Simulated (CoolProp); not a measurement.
The fluid at 431.73 K and 0.548 MPa is throttled through a valve to 0.314 MPa with no heat exchange. The same conditions are run with several fluids, on thermodynamics alone (safety and materials aside).

Computed with CoolProp (reference Helmholtz-energy equation of state of each fluid (carbonyl sulfide: Lemmon 2006; n-perfluorobutane: Gao 2022; R245fa: Akasaka 2015; tetrahydrofuran: Fiedler 2023; propane: Lemmon 2009)).

```json
[
 {"fluid": "carbonyl sulfide", "temperature change (K)": "-2.0", "final density (kg/m³)": "5.34"},
 {"fluid": "n-perfluorobutane", "temperature change (K)": "-1.4", "final density (kg/m³)": "21.5"},
 {"fluid": "R245fa", "temperature change (K)": "-2.0", "final density (kg/m³)": "?"},
 {"fluid": "tetrahydrofuran", "temperature change (K)": "-3.2", "final density (kg/m³)": "?"},
 {"fluid": "propane", "temperature change (K)": "-1.4", "final density (kg/m³)": "?"}
]
```

Q: Complete the blanks.

A: 
- R245fa, final density (kg/m³): 12.1
- tetrahydrofuran, final density (kg/m³): 6.64
- propane, final density (kg/m³): 3.93
